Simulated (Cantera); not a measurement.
A closed system holds: 1 mol TiO2, 2.2 mol CH4, 0.023 mol CO, equilibrated at 0.000710 bar.

These are equilibrium values from Cantera (NASA tables, ideal gas, pure condensed phases), not measurements of a reactor. Candidate condensed phases: C, C6H6, C7H8, C8H18, H2O, Ti, TiC, TiO, TiO2, Ti2O3, Ti3O5, Ti4O7; 113 gas species. Mutual solubility and eutectic melting of coexisting phases are not modelled. TiC, TiO: taken at fixed stoichiometry. Condensed phases not in the tables: solid solutions among these carbides, nitrides and lower oxides. Rates play no part.

x: gas mole fraction; n: condensed amount in mol.

| T (K) | x H2 | x CO | x H | x TiO | x Ti | x H2O | x CO2 | n TiC(s) | n Ti2O3(s) | n TiO(s) |
|---|---|---|---|---|---|---|---|---|---|---|
| 1173 | 0.740 | 0.260 | 3.81e-6 | <1e-12 | <1e-12 | 1.16e-5 | 3.19e-6 | 0.680 | 0.160 | 0 |
| 1273 | 0.740 | 0.260 | 2.30e-5 | <1e-12 | <1e-12 | 1.37e-5 | 2.91e-6 | 0.680 | 0.160 | 0 |
| 1373 | 0.740 | 0.260 | 0.000108 | 5.78e-11 | <1e-12 | 1.58e-5 | 2.69e-6 | 0.680 | 0.160 | 0 |
| 1473 | 0.740 | 0.260 | 0.000408 | 2.79e-9 | 6.10e-11 | 1.78e-5 | 2.52e-6 | 0.680 | 0.160 | 0 |
| 1573 | 0.739 | 0.259 | 0.00131 | 8.12e-8 | 3.92e-9 | 1.96e-5 | 2.38e-6 | 0.680 | 0.160 | 0 |
| 1673 | 0.727 | 0.269 | … | … | … | 2.02e-5 | 2.26e-6 | 0.600 | 0 | 0.400 |
| 1773 | 0.723 | 0.268 | 0.00908 | 1.37e-5 | 3.04e-6 | 1.82e-5 | 1.82e-6 | 0.600 | 0 | 0.400 |
| 1873 | 0.713 | 0.267 | … | … | … | … | … | 0.600 | 0 | 0.399 |
| 1973 | 0.693 | 0.264 | 0.0422 | 0.000632 | 0.000546 | 1.46e-5 | 1.24e-6 | 0.598 | 0 | 0.394 |

Some entries are withheld; supply them.


- 1673, x H: 0.00365
- 1673, x TiO: 1.40e-6
- 1673, x Ti: 1.41e-7
- 1873, x H: 0.0204
- 1873, x TiO: 0.000104
- 1873, x Ti: 4.69e-5
- 1873, x H2O: 1.64e-5
- 1873, x CO2: 1.50e-6
